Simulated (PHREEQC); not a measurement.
Dissolve 0.22 mol HF, 0.044 mol H2SiF6 and 7e-05 mol HBF4 per kg of water at 25 °C. It is in equilibrium with CO2 at log p = -2 (atm). Otherwise closed; pH follows from the charge balance.

Computed with PHREEQC (ion-association model, phreeqc.dat).

The ionic strength comes out as 0.137 mol/kgw. What activity coefficients do BF4-, SiF6-2, F-, HF2-, H+ get?

BF4- 0.76, SiF6-2 0.34, F- 0.74, HF2- 0.76, H+ 0.81.

Precipitation was switched off in this run. Complexes and solids missing from the database can't appear. SiF6-2 is the database's only silicon fluoride. Real BF4- forms and hydrolyses slowly; the run takes it at equilibrium.
